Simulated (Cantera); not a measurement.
Cantera run:

```python
import numpy as np
import cantera as ct

gas_names = [...]  # 110 gases of nasa_gas.yaml made of C, H, O
cond_names = """
    C(gr) C6H6(L) C7H8(L) C8H18(L),n-octa H2O(s) H2O(L)
""".split()


# ... load() reads the species with a 1 bar reference pressure and builds the phases ...
atoms = {
    'toluene': {'C': 7, 'H': 8},
    'O2': {'O': 2},
    'H2': {'H': 2},
}
top_T = {'C(gr)': 4500}  # K; cautious upper limits of use, not melting points


# ... equilibrate(T, P, feed) seeds the gas with the atoms and calls Mixture.equilibrate('TP', solver="vcs", rtol=1e-11, max_steps=5000) ...
results = []
feed = {'toluene': 1, 'O2': 0.0096, 'H2': 38}  # mol
T = 2273.15  # K
P = 730000  # Pa
mix = equilibrate(T, P, feed)
results.append((T, P, feed, dict(zip(mix.species_names, mix.species_moles))))
print(gas.report(threshold=0.001))
for i in range(1, mix.n_phases):
    print(f"{mix.phase(i).name:16s} {mix.phase_moles(i):12.5e} mol")
```

Output:

```
       temperature   2273.2 K
          pressure   7.3e+05 Pa
           density   0.082665 kg/m^3
  mean mol. weight   2.1402 kg/kmol
   phase of matter   gas

                          1 kg             1 kmol
                     ---------------   ---------------
          enthalpy        3.0002e+07        6.4212e+07  J
   internal energy        2.1172e+07        4.5312e+07  J
           entropy             82965        1.7756e+05  J/K
    Gibbs function       -1.5859e+08       -3.3942e+08  J
 heat capacity c_p             16506             35328  J/K
 heat capacity c_v             12622             27013  J/K

                      mass frac. Y      mole frac. X     chem. pot. / RT
                     ---------------   ---------------   ---------------
               CH4          0.012132         0.0016184            -38.88
    C2H2,acetylene          0.045485         0.0037387           -24.009
                 H         0.0014588         0.0030974           -8.9586
                H2           0.93341           0.99093           -17.917
     [ +106 minor]         0.0075097        0.00061273

C(gr)             6.58901e+00 mol
```

Cantera equilibrium calculation (NASA polynomials, part measured and part estimated; ideal gas, pure solids and liquids).
